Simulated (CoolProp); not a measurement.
Vapour pressure (MPa) of c-C4F8 (RC318): the reference equation beside estimates from Tc = 388.4 K, pc = 2.778 MPa, ω = 0.355. Clausius-Clapeyron is anchored at 308.9 K with a constant enthalpy of vaporisation of 19.85 kJ/mol.

Computed with CoolProp (reference Helmholtz-energy equation of state, Platzer 1990). This equation is an older, rougher fit; its heat capacities, sound speeds and derivatives of the liquid may be far off and weren't checked against measurements.

```json
[
 {"T (K)": "285", "reference": "0.2007", "Lee-Kesler": "0.2009", "Clausius-Clapeyron": "0.2274", "van der Waals": "0.7053", "Soave-Redlich-Kwong": "0.2009", "Peng-Robinson": "0.1995"},
 {"T (K)": "291", "reference": "0.2470", "Lee-Kesler": "0.2474", "Clausius-Clapeyron": "0.2702", "van der Waals": "0.7809", "Soave-Redlich-Kwong": "0.2475", "Peng-Robinson": "0.2454"},
 {"T (K)": "296.9", "reference": "0.3002", "Lee-Kesler": "0.3007", "Clausius-Clapeyron": "0.3181", "van der Waals": "0.8601", "Soave-Redlich-Kwong": "0.3011", "Peng-Robinson": "0.2981"},
 {"T (K)": "302.9", "reference": "0.3628", "Lee-Kesler": "0.3632", "Clausius-Clapeyron": "0.3730", "van der Waals": "0.9457", "Soave-Redlich-Kwong": "0.3643", "Peng-Robinson": "0.3601"},
 {"T (K)": "308.9", "reference": "0.4347", "Lee-Kesler": "0.4351", "Clausius-Clapeyron": "0.4347", "van der Waals": "1.037", "Soave-Redlich-Kwong": "0.4370", "Peng-Robinson": "?"},
 {"T (K)": "314.9", "reference": "0.5168", "Lee-Kesler": "0.5172", "Clausius-Clapeyron": "0.5036", "van der Waals": "1.133", "Soave-Redlich-Kwong": "0.5203", "Peng-Robinson": "0.5136"},
 {"T (K)": "320.8", "reference": "0.6085", "Lee-Kesler": "0.6086", "Clausius-Clapeyron": "?", "van der Waals": "1.233", "Soave-Redlich-Kwong": "0.6134", "Peng-Robinson": "?"},
 {"T (K)": "326.8", "reference": "0.7136", "Lee-Kesler": "0.7135", "Clausius-Clapeyron": "0.6637", "van der Waals": "1.340", "Soave-Redlich-Kwong": "0.7203", "Peng-Robinson": "0.7105"}
]
```

Question: Some entries are withheld; supply them.

Answer: 
- 308.9, Peng-Robinson: 0.4317
- 320.8, Clausius-Clapeyron: 0.5790
- 320.8, Peng-Robinson: 0.6052

Absolute difference from the reference over all 8 rows, mean and median: Lee-Kesler 0.1 and 0.1 %, Clausius-Clapeyron 5.7 and 5.4 %, van der Waals 157.9 and 149.6 %, Soave-Redlich-Kwong 0.5 and 0.5 %, Peng-Robinson 0.6 and 0.6 %.
